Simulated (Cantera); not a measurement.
An isothermal plug-flow reactor at 775 K and 5.00 bar (inlet), inlet velocity 1.8 m/s, active area per volume 470 1/m; feed H2 : O2 : N2 = 0.0036 : 0.028 : 0.79 (molar parts).

Computed with Cantera and Deutschmann's 1995 Pt surface mechanism with GRI-Mech 3.0 gas chemistry. Catalytic surfaces can have several steady states; this one follows from the mechanism file's or the stated starting coverage. Mass transfer to the wall is taken as infinitely fast.

| quantity | before | after |
|---|---|---|
| x(H2) at z = 0.0058 m | 0.000234 | 0.000321 |
| x(O2) at z = 0.0058 m | 0.0321 | 0.0418 |
| x(H2O) at z = 0.0058 m | 0.00416 | 0.00539 |
| θ(free Pt) at the exit | 0.0283 | 0.0266 |
| θ(O*) at the exit | 0.969 | 0.970 |
| θ(OH*) at the exit | 0.00296 | 0.00327 |

Question: What was changed between the two runs?
A) N2 0.79 to 0.6 parts
B) temperature 775 to 475 K
C) inlet velocity 1.8 to 8.4 m/s
D) temperature 775 to 900 K

Answer: A, N2 0.79 to 0.6 parts
